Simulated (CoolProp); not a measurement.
Computed with CoolProp (reference Helmholtz-energy equation of state, Lemmon 2006). It is a short technical equation, of lower accuracy than the large ones.

For carbonyl sulfide, give the phase and the Z, cp (kJ/(kg K)), expansivity (1/kK) at 429 K and 1.06 MPa; 429 K and 1.77 MPa.


- 429 K and 1.06 MPa: gas; Z 0.961, cp 0.814, expansivity 2.64
- 429 K and 1.77 MPa: gas; Z 0.934, cp 0.841, expansivity 2.89
